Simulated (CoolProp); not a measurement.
Values from CoolProp's reference Helmholtz-energy equation of state, Kamei 1995.

Task: For R22, give the phase and the cv (kJ/(kg K)), speed of sound (m/s), viscosity (µPa s) at 392.5 K and 0.101 MPa; 430.6 K and 0.101 MPa.

Result: 
- 392.5 K and 0.101 MPa: gas; cv 0.659, speed of sound 207, viscosity 18.1
- 430.6 K and 0.101 MPa: gas; cv 0.696, speed of sound 216, viscosity 19.7

Viscosity comes from a separate model (Bell 2016), an estimate that may be off by 10 % or more.
